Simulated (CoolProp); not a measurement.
Vapour-liquid equilibrium of cyclohexane (1) + n-nonane (2) at 8.74 bar; x and y are mole fractions of (1).

The numbers come from the multi-fluid Helmholtz-energy mixture model, Zhou 2014 and Lemmon 2006; pair parameters Bell 2016 in CoolProp.

Problem. Give the bubble temperature and the first vapour's composition at x = 0.275, 0.65, 0.8. Is there an azeotrope?

Solution. x = 0.275: 227.2 °C, y = 0.495; x = 0.65: 196.3 °C, y = 0.853; x = 0.8: 186.0 °C, y = 0.932. No azeotrope shows between x = 0.05 and 0.95.

Pair parameters are fitted to limited data, so mixtures are less certain than the pure fluids.
